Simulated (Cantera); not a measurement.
**Transport properties of process gases**

Gas mixture: NO : H2O = 0.19 : 0.44 (molar parts), at 0.000454 atm, frozen composition.

Cantera's kinetic-theory transport with the Lennard-Jones parameters of GRI-Mech 3.0, ideal gas; thermal conductivity in the multicomponent form. Polar gases are described roughly by these parameters. The composition is frozen, though it would react at the higher temperatures.

```tsv
T (K)	ρ (kg/m³)	cp (J/kg/K)	μ (µPa s)	λ (mW/m/K)	Pr	D (cm²/s) CH3	D (cm²/s) H	D (cm²/s) CO2
400	0.000299	1524	16.8	37.2	0.690	875	4830	612
600	0.000199	1608	24.6	58.3	0.678	1840	10100	1320
800	0.000150	1708	31.9	80.7	0.675	3050	16900	2230
1000	0.000120	1807	38.8	104	0.675	4500	24800	3320
1200	9.97e-5	1902	45.3	128	0.676	6150	33900	4560
1400	8.55e-5	1986	51.5	151	0.677	7990	44100	5960
```
D: mixture-averaged diffusion coefficient of that species in the mixture.
